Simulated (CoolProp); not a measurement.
Vapour-liquid equilibrium of isohexane (1) + n-hexane (2) at 2.75 bar; x and y are mole fractions of (1).

Values from CoolProp's multi-fluid Helmholtz-energy mixture model, Lemmon 2006 and Thol 2019; pair parameters Bell 2016.

```
x     bubble temperature (K)  y at the bubble point  dew temperature at overall composition x (K)  liquid density (mol/L)
----  ----------------------  ---------------------  --------------------------------------------  ----------------------
0.05                   377.0                  0.061                                         377.1                   6.688
0.15                   375.9                  0.179                                         376.2                   6.692
0.25                   374.9                  0.292                                         375.3                   6.695
0.35                   373.9                  0.399                                         374.4                   6.698
0.45                   373.0                  0.501                                         373.5                   6.701
0.55                   372.1                  0.599                                         372.5                   6.704
0.65                   371.2                  0.693                                         371.6                   6.706
0.75                   370.4                  0.784                                         370.7                   6.708
0.85                   369.6                  0.872                                         369.8                   6.710
0.95                   368.9                  0.958                                         369.0                   6.713
```

No azeotrope shows between x = 0.05 and 0.95.

The pair parameters rest on a limited set of measurements; away from them the model extrapolates.
